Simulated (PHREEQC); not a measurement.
Consider water at 25 °C with 0.053 mol/kgw AgF, 4.1e-05 mol/kgw HF and 0.0008 mol/kgw Na2SO4. It is in equilibrium with CO2 at log p = -1 (atm). Otherwise closed; pH follows from the charge balance.

Equilibrium calculation in PHREEQC: ion-association model, wateq4f.dat.

```json
[
 {"quantity": "pH", "before": "5.27", "after": "3.16"},
 {"quantity": "ionic strength (mol/kgw)", "before": "0.0513", "after": "0.0551"},
 {"quantity": "F- (mol/kgw)", "before": "0.0490", "after": "0.0461"},
 {"quantity": "HCO3- (mol/kgw)", "before": "0.000341", "after": "2.66e-6"},
 {"quantity": "HF (mol/kgw)", "before": "0.000315", "after": "0.0379"},
 {"quantity": "HF2- (mol/kgw)", "before": "5.99e-5", "after": "0.00679"}
]
```

Problem. What was changed between the two runs?
(A) AgF from 0.053 to 0.0477 mol/kgw
(B) diluted 5-fold with water
(C) Na2SO4 left out
(D) AgF replaced by NaHF2 at the same molality
(E) diluted 10-fold with water

Solution. D, AgF replaced by NaHF2 at the same molality

No solid was allowed to form.
